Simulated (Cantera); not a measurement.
Cantera run, input and output.

```python
import numpy as np
import cantera as ct

gas = ct.Solution("h2o2.yaml")
gas.TPX = 1398, 30000, {'H2': 1.2, 'O2': 1, 'N2': 9, 'H2O': 0.082}
reactor = ct.IdealGasConstPressureReactor(gas, energy="off", clone=False)
net = ct.ReactorNet([reactor])
net.rtol, net.atol = 1e-08, 1e-18
show = ['H2', 'O2', 'H', 'OH', 'H2O2', 'H2O', 'HO2']
times = np.geomspace(7e-06, 40, 11)

steps = ct.SolutionArray(gas, extra=["t"])
rows = []
print(f"{'t/s':>10s}{'T/K':>9s}{'P/Pa':>11s}" + "".join(f"{s:>11s}" for s in show))
for t in times:
    while net.time < t:
        t_next = net.step()
        steps.append(gas.state, t=t_next)
    rows.append([np.interp(t, steps.t, y) for y in (steps.T, steps.P, *steps(*show).X.T)])
    print(f"{t:10.3e}{rows[-1][0]:9.1f}{rows[-1][1]:11.4g}" + "".join(f"{x:11.3e}" for x in rows[-1][2:]))
rate = np.gradient(steps.T, steps.t)
print("integrator steps:", len(steps.t))
if steps.T.max() > steps.T[0] + 200:
    print(f"time of steepest temperature rise: {steps.t[rate.argmax()]:.4e} s")
gas.TPX = 1398, 30000, {'H2': 1.2, 'O2': 1, 'N2': 9, 'H2O': 0.082}
gas.equilibrate("TP")
print(f"equilibrium (TP): T = {gas.T:.1f} K  " + "  ".join(f"{s} {gas[s].X[0]:.3e}" for s in show))
```

It prints:

```
       t/s      T/K       P/Pa         H2         O2          H         OH       H2O2        H2O        HO2
 7.000e-06   1398.0      3e+04  1.064e-01  8.864e-02  4.041e-08  5.419e-09  1.003e-10  7.268e-03  3.395e-08
 3.317e-05   1398.0      3e+04  1.064e-01  8.864e-02  1.770e-06  2.870e-07  2.024e-09  7.270e-03  1.855e-07
 1.572e-04   1398.0      3e+04  1.443e-02  4.477e-02  4.249e-02  5.242e-03  7.688e-07  7.597e-02  7.006e-06
 7.451e-04   1398.0      3e+04  6.490e-03  3.938e-02  9.958e-03  3.384e-03  8.246e-07  1.052e-01  6.759e-06
 3.531e-03   1398.0      3e+04  5.522e-04  3.734e-02  2.040e-04  9.309e-04  2.944e-07  1.188e-01  3.336e-06
 1.673e-02   1398.0      3e+04  2.497e-05  3.740e-02  2.010e-06  2.014e-04  3.850e-08  1.199e-01  3.157e-07
 7.930e-02   1398.0      3e+04  2.615e-06  3.743e-02  7.187e-08  6.669e-05  6.083e-09  1.200e-01  4.207e-08
 3.758e-01   1398.0      3e+04  6.250e-07  3.744e-02  8.594e-09  3.267e-05  1.712e-09  1.200e-01  2.036e-08
 1.781e+00   1398.0      3e+04  4.995e-07  3.744e-02  6.147e-09  2.911e-05  1.403e-09  1.200e-01  1.978e-08
 8.440e+00   1398.0      3e+04  4.994e-07  3.744e-02  6.147e-09  2.911e-05  1.403e-09  1.200e-01  1.978e-08
 4.000e+01   1398.0      3e+04  4.994e-07  3.744e-02  6.147e-09  2.911e-05  1.403e-09  1.200e-01  1.978e-08
integrator steps: 1984
equilibrium (TP): T = 1398.0 K  H2 4.994e-07  O2 3.744e-02  H 6.147e-09  OH 2.911e-05  H2O2 1.403e-09  H2O 1.200e-01  HO2 1.978e-08
```

Computed with Cantera and the H2/O2 subset of GRI-Mech 3.0, which has no nitrogen chemistry. The temperature is held fixed by assumption; the heat of reaction is taken as removed at once.
